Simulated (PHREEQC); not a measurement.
A solution holds 0.016 mol H2SO4, 0.0023 mol NaHCO3 and 0.023 mol NaCl per kg of water, at 25 °C. Closed to the air; pH follows from the charge balance.

All values are PHREEQC results (Pitzer model, pitzer.dat), not measurements.

- pH: 1.74
- ionic strength: 0.0565 mol/kgw
- specific conductance: 10800 µS/cm
- density: 0.999 g/cm³
- osmotic coefficient: 0.921
- total alkalinity: -29.7 meq/kg

```json
[
 {"species": "Na+", "molality": "0.0253", "activity": "0.0206", "log γ": "-0.088"},
 {"species": "Cl-", "molality": "0.0230", "activity": "0.0186", "log γ": "-0.093"},
 {"species": "H+", "molality": "0.0224", "activity": "0.0182", "log γ": "-0.090"},
 {"species": "SO4-2", "molality": "0.00873", "activity": "0.00342", "log γ": "-0.408"},
 {"species": "HSO4-", "molality": "0.00727", "activity": "0.00594", "log γ": "-0.088"},
 {"species": "CO2", "molality": "0.00230", "activity": "0.00231", "log γ": "0.002"},
 {"species": "HCO3-", "molality": "6.80e-8", "activity": "5.76e-8", "log γ": "-0.072"}
]
```

This is a speciation only: nothing precipitates in the calculation. Species that the database lacks are ignored.
